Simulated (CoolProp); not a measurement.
Vapour-liquid equilibrium of R152A (1) + methanol (2) at 0.0275 MPa; x and y are mole fractions of (1).

Model: multi-fluid Helmholtz-energy mixture model, Outcalt 1996 and de Reuck 1993; pair parameters Bell 2016, in CoolProp.

| x | bubble temperature (°C) | y at the bubble point | dew temperature at overall composition x (°C) | liquid density (mol/L) |
|---|---|---|---|---|
| 0.05 | -25.2 | 0.975 | 33.5 | 25.31 |
| 0.2 | -41.3 | 0.994 | 30.1 | 23.81 |
| 0.35 | -42.7 | 0.995 | 26.0 | 22.05 |
| 0.5 | -43.4 | 0.995 | 21.1 | 20.44 |
| 0.65 | -44.7 | 0.996 | 14.6 | 18.99 |
| 0.8 | -46.7 | 0.997 | 5.0 | 17.68 |
| 0.95 | -49.1 | 0.999 | -15.9 | 16.48 |

No azeotrope shows between x = 0.05 and 0.95.

Pair parameters are fitted to limited data, so mixtures are less certain than the pure fluids. With so large a gap from Raoult's law the liquid may split in two, which this calculation doesn't test in full.
